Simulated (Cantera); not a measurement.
## Reactions in the system C-O-Ta

Source: NASA polynomial tables (part measured, part estimated), evaluated in Cantera. Values are per mole of reaction as written; species without (g) are pure solids or liquids, kept so even where they would boil at 1 bar. TaC: taken at fixed stoichiometry.

5 O2(g) + 4 TaC = 2 Ta2O5 + 4 C

| T (K) | ΔH° (kJ) | ΔS° (J/K) | ΔG° (kJ) | log10 K |
|---|---|---|---|---|
| 300 | -3515.6 | -885.9 | -3249.8 | 565.83 |
| 1173 | -3467.8 | -821.7 | -2503.9 | 111.50 |
| 1223 | -3464.0 | -818.6 | -2462.9 | 105.19 |
| 1273 | -3460.2 | -815.5 | -2422.0 | 99.38 |
| 1323 | -3456.4 | -812.6 | -2381.3 | 94.02 |
| 1373 | -3452.6 | -809.7 | -2340.8 | 89.05 |

TaC + O2(g) = C + TaO2(g)

```
T (K)  ΔH° (kJ)  ΔS° (J/K)  ΔG° (kJ)  log10 K
-----  --------  ---------  --------  -------
300       -56.8       38.4     -68.3    11.89
1173      -65.2       24.5     -93.9     4.18
1223      -65.7       24.1     -95.1     4.06
1273      -66.1       23.7     -96.3     3.95
1323      -66.6       23.3     -97.5     3.85
1373      -67.1       22.9     -98.6     3.75
```
